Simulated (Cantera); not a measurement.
Feed: 1 mol Ti(OiPr)4, 3.2 mol CH4, 2.8 mol H2, at 0.00133 bar.

Equilibrium computed with Cantera from the NASA thermochemical tables; the gas is ideal and each condensed phase is pure. Candidate condensed phases: C, C6H6, C7H8, C8H18, H2O, Ti, TiC, TiO, TiO2, Ti2O3, Ti3O5, Ti4O7; 113 gas species. The feed counts by its element totals alone. TiC: taken at fixed stoichiometry. Rates play no part. All values below are at 2050 K.

Base state: H2 0.801, CO 0.143, H 0.0556, C2H2 (acetylene) 0.000850 (mole fractions); condensed: C(graphite) + TiC(s).

Problem. What changes in the equilibrium state with this change: pressure from 0.00133 bar to 0.0100 bar?

Solution. 
| species | before | after |
|---|---|---|
| H2 | 0.801 | 0.833 |
| CO | 0.143 | 0.146 |
| H | 0.0556 | 0.0207 |
| C2H2 (acetylene) | 0.000850 | 0.000884 |
| C(graphite), mol | 10.2 | 10.2 |
| TiC(s), mol | 1.000 | 1.000 |
